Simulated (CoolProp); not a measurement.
Vapour-liquid equilibrium of R13 (1) + R11 (2) at 226 K; x and y are mole fractions of (1).

The numbers come from the multi-fluid Helmholtz-energy mixture model, Platzer 1990 and Jacobsen 1992; pair parameters Bell 2016 in CoolProp. This equation is an older, rougher fit; its heat capacities, sound speeds and derivatives of the liquid may be far off and weren't checked against measurements.

Q: Give the bubble pressure and the first vapour's composition at x = 0.05, 0.35, 0.8. Is there an azeotrope?

A: x = 0.05: 0.04560 MPa, y = 0.931; x = 0.35: 0.2264 MPa, y = 0.988; x = 0.8: 0.3818 MPa, y = 0.996. No azeotrope shows between x = 0.05 and 0.95.

The pair parameters rest on a limited set of measurements; away from them the model extrapolates. With so large a gap from Raoult's law the liquid may split in two, which this calculation doesn't test in full.
